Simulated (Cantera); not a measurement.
## Ignition delay

Mixture: 38.7 % H2, 12.9 % O2, 48.4 % N2, at 1800 Torr, adiabatic and at constant volume. Ignition delay is the time to a rise of 400 K.

Model: the H2/O2 subset of GRI-Mech 3.0, which has no nitrogen chemistry, integrated in Cantera. The hydrogen kinetics of GRI-Mech 3.0 are dated; newer H2 mechanisms differ, most at raised pressure. Where the delays flatten at high temperature, the 400 K rule measures the pace of heat release, not the induction time.

```
T0 (K)  delay (ms)
------  ----------
1125        0.0448
1225        0.0187
1325        0.0109
1425       0.00734
1525       0.00538
1625       0.00423
1725       0.00356
1825       0.00318
```
